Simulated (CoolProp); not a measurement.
R123 at 364.38 K and 0.415 MPa is throttled through a valve to 0.24 MPa with no heat exchange. Each further row changes one setting.

Computed with CoolProp (reference Helmholtz-energy equation of state, Younglove 1994). It is a modified Benedict-Webb-Rubin equation, recast in Helmholtz form.

```csv
case,temperature change (K),final density (kg/m³)
as stated,(withheld),(withheld)
outlet pressure 0.072 MPa,-7.3,(withheld)
outlet pressure 0.312 MPa,(withheld),(withheld)
```

Problem. Fill in the missing entries.

Solution. 
- as stated, temperature change (K): -3.8
- as stated, final density (kg/m³): 12.9
- outlet pressure 0.072 MPa, final density (kg/m³): 3.77
- outlet pressure 0.312 MPa, temperature change (K): -2.2
- outlet pressure 0.312 MPa, final density (kg/m³): 17.0
